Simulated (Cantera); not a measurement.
A freely propagating, adiabatic, planar premixed flame of 4.32 % C₃H₈, 19.7 % O₂, 73.9 % N₂, 2.16 % H₂O, unburnt at 700 K and 760 Torr; mixture-averaged transport, grid criteria slope 0.08 and curve 0.16, no radiation.

Computed with Cantera and GRI-Mech 3.0 (53 species, 325 reactions). GRI-Mech 3.0 was tuned for natural gas; its chemistry of propane as a main component is partial and can be far from experiment. Burning velocities carry a grid error of a few per cent, more on coarse grids.

x: mole fraction of selected species; z is measured from the peak of heat release.

```json
[
 {"z (mm)": "-0.753", "T (K)": "700", "u (m/s)": "2.08", "x C₃H₈": "0.0432", "x O₂": "0.196", "x H₂O": "0.0216", "x H₂": "0.00121", "x CH₂CO": "<1e-8", "x N₂O": "<1e-8"},
 {"z (mm)": "-0.502", "T (K)": "701", "u (m/s)": "2.09", "x C₃H₈": "0.0431", "x O₂": "0.196", "x H₂O": "0.0218", "x H₂": "0.00370", "x CH₂CO": "…", "x N₂O": "<1e-8"},
 {"z (mm)": "-0.377", "T (K)": "705", "u (m/s)": "2.11", "x C₃H₈": "0.0429", "x O₂": "0.195", "x H₂O": "0.0225", "x H₂": "0.00667", "x CH₂CO": "…", "x N₂O": "<1e-8"},
 {"z (mm)": "-0.251", "T (K)": "735", "u (m/s)": "2.21", "x C₃H₈": "0.0423", "x O₂": "0.191", "x H₂O": "0.0266", "x H₂": "0.0126", "x CH₂CO": "…", "x N₂O": "<1e-8"},
 {"z (mm)": "-0.126", "T (K)": "1007", "u (m/s)": "3.12", "x C₃H₈": "0.0328", "x O₂": "0.162", "x H₂O": "0.0533", "x H₂": "0.0239", "x CH₂CO": "…", "x N₂O": "<1e-8"},
 {"z (mm)": "-0.0628", "T (K)": "1387", "u (m/s)": "4.45", "x C₃H₈": "0.0122", "x O₂": "0.120", "x H₂O": "0.0864", "x H₂": "0.0302", "x CH₂CO": "…", "x N₂O": "1.31e-8"},
 {"z (mm)": "0", "T (K)": "1781", "u (m/s)": "5.86", "x C₃H₈": "0.000489", "x O₂": "0.0708", "x H₂O": "0.121", "x H₂": "0.0311", "x CH₂CO": "…", "x N₂O": "3.33e-8"},
 {"z (mm)": "0.0628", "T (K)": "1975", "u (m/s)": "6.54", "x C₃H₈": "9.39e-7", "x O₂": "0.0400", "x H₂O": "0.139", "x H₂": "0.0258", "x CH₂CO": "…", "x N₂O": "5.79e-8"},
 {"z (mm)": "0.126", "T (K)": "2032", "u (m/s)": "6.71", "x C₃H₈": "<1e-8", "x O₂": "0.0266", "x H₂O": "0.145", "x H₂": "0.0218", "x CH₂CO": "…", "x N₂O": "7.59e-8"},
 {"z (mm)": "0.251", "T (K)": "2074", "u (m/s)": "6.81", "x C₃H₈": "<1e-8", "x O₂": "0.0187", "x H₂O": "0.145", "x H₂": "0.0205", "x CH₂CO": "…", "x N₂O": "8.35e-8"},
 {"z (mm)": "0.502", "T (K)": "2127", "u (m/s)": "6.94", "x C₃H₈": "<1e-8", "x O₂": "0.0153", "x H₂O": "0.145", "x H₂": "0.0207", "x CH₂CO": "<1e-8", "x N₂O": "8.10e-8"},
 {"z (mm)": "1.00", "T (K)": "2193", "u (m/s)": "7.12", "x C₃H₈": "<1e-8", "x O₂": "0.0131", "x H₂O": "0.149", "x H₂": "0.0196", "x CH₂CO": "<1e-8", "x N₂O": "8.28e-8"},
 {"z (mm)": "2.01", "T (K)": "2270", "u (m/s)": "7.33", "x C₃H₈": "<1e-8", "x O₂": "0.0106", "x H₂O": "0.154", "x H₂": "0.0177", "x CH₂CO": "<1e-8", "x N₂O": "8.86e-8"}
]
```

Problem. What belongs in the gaps?

Solution. 
- -0.502, x CH₂CO: 1.72e-7
- -0.377, x CH₂CO: 1.19e-6
- -0.251, x CH₂CO: 1.45e-5
- -0.126, x CH₂CO: 0.000359
- -0.0628, x CH₂CO: 0.00131
- 0, x CH₂CO: 0.00147
- 0.0628, x CH₂CO: 0.000372
- 0.126, x CH₂CO: 3.58e-5
- 0.251, x CH₂CO: 1.59e-7
